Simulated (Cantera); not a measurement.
A perfectly stirred reactor is fed with N2O : N2 = 1 : 0.62 (molar parts), at 6.68 Torr; it is held at 1273 K, and followed from long to short residence time.

Cantera simulation using GRI-Mech 3.0 (53 species, 325 reactions); the numbers are that mechanism's predictions, not measurements. GRI-Mech 3.0 was tuned for natural gas; its chemistry of N2O as a main component is partial and can be far from experiment. Radical loss at walls, strong at low pressure, is not modelled. The mechanism lacks the step 2 NO + O2 → 2 NO2, which can matter for NO2 below about 1400 K. The temperature is held fixed by assumption; the heat of reaction is taken as removed at once.

x: mole fraction; the columns are a selection and need not sum to one.

| τ (s) | x N2O | x N2 | x NO2 | x O | x NO | x O2 |
|---|---|---|---|---|---|---|
| 2.7 | 0.576 | 0.406 | 3.37e-7 | 5.32e-6 | 0.00428 | 0.0136 |
| 0.82 | 0.604 | 0.390 | [?] | 5.32e-6 | [?] | [?] |
| 0.25 | 0.613 | 0.385 | 1.19e-8 | 5.31e-6 | 0.000421 | 0.00133 |
| 0.075 | 0.616 | 0.383 | [?] | 5.26e-6 | [?] | [?] |
| 0.023 | 0.617 | 0.383 | 1.34e-10 | 5.13e-6 | 3.77e-5 | 0.000119 |
| 0.0068 | 0.617 | 0.383 | 1.03e-11 | 4.73e-6 | 1.03e-5 | 3.26e-5 |
| 0.0021 | 0.617 | 0.383 | <1e-12 | 3.79e-6 | 2.54e-6 | 8.05e-6 |

### Question
Complete the blanks.

### Answer

- 0.82, x NO2: 7.42e-8
- 0.82, x NO: 0.00136
- 0.82, x O2: 0.00432
- 0.075, x NO2: 1.37e-9
- 0.075, x NO: 0.000126
- 0.075, x O2: 0.000399
